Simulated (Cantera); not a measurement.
Cantera with NASA thermochemical tables; ideal gases at 1 bar, condensed phases pure. Values are per mole of reaction as written; species without (g) are pure solids or liquids, kept so even where they would boil at 1 bar. The tables' values for SiF₂ are old estimates.

3 SiF₂(g) + 4 N(g) → Si₃N₄ + 6 F(g)

| T (K) | ΔH° (kJ) | ΔS° (J/K) | ΔG° (kJ) | log10 K |
|---|---|---|---|---|
| 423 | -393.3 | -311.2 | -261.7 | 32.31 |
| 523 | … | … | … | … |
| 623 | -389.8 | -304.4 | -200.1 | 16.78 |
| 723 | … | … | … | … |
| 823 | -385.2 | -298.0 | -139.9 | 8.88 |
| 923 | -382.2 | -294.6 | -110.3 | 6.24 |
| 1023 | … | … | … | … |

### Question
Fill in the missing entries.

### Answer

- 523, ΔH° (kJ): -391.6
- 523, ΔS° (J/K): -307.6
- 523, ΔG° (kJ): -230.7
- 523, log10 K: 23.05
- 723, ΔH° (kJ): -387.7
- 723, ΔS° (J/K): -301.3
- 723, ΔG° (kJ): -169.9
- 723, log10 K: 12.27
- 1023, ΔH° (kJ): -378.8
- 1023, ΔS° (J/K): -291.2
- 1023, ΔG° (kJ): -81.0
- 1023, log10 K: 4.13
